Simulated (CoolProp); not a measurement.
Vapour-liquid equilibrium of R125 (1) + fluoroethane (R161) (2) at 250.9 K; x and y are mole fractions of (1).

Model: multi-fluid Helmholtz-energy mixture model, Lemmon 2005 and Wu 2012; pair parameters Bell 2016, in CoolProp.

Problem. Give the bubble pressure and the first vapour's composition at x = 0.05, 0.35, 0.45. Is there an azeotrope?

Solution. x = 0.05: 199.2 kPa, y = 0.070; x = 0.35: 236.8 kPa, y = 0.472; x = 0.45: 251.1 kPa, y = 0.578. No azeotrope shows between x = 0.05 and 0.95.

Pair parameters are fitted to limited data, so mixtures are less certain than the pure fluids. The gap from Raoult's law changes sign with composition, which may be real or a fault of the pair parameters; it wasn't checked against measurements.
